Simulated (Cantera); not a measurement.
Charge: 1 mol Si, 3.1 mol HCl, 9.3 mol H2, equilibrated at 1198.15 K and 750 Torr.

Method: chemical equilibrium by Gibbs-energy minimisation in Cantera with the NASA 1993 tables (ideal gas, pure condensed phases). Candidate condensed phases: Si; 19 gas species. The tables' values for SiCl3 are old estimates; treat these amounts as uncertain. Rates play no part.

Base state: H2 0.898, HCl 0.0355, SiCl4 0.0345, SiHCl3 0.0235, SiCl3 0.00359, SiCl2 0.00331, SiH2Cl2 0.00209, SiH3Cl 5.08e-5 (mole fractions); condensed: Si(s).

What changes in the equilibrium state with this change: temperature from 1198.15 K to 925 K?


```json
[
 {"species": "H2", "before": "0.898", "after": "0.921"},
 {"species": "SiCl4", "before": "0.0345", "after": "0.0422"},
 {"species": "SiHCl3", "before": "0.0235", "after": "0.0301"},
 {"species": "HCl", "before": "0.0355", "after": "0.00470"},
 {"species": "SiCl2", "before": "0.00331", "after": "3.46e-5"},
 {"species": "SiCl3", "before": "0.00359", "after": "0.000192"},
 {"species": "Si(s), mol", "before": "0.218", "after": "0.139"}
]
```
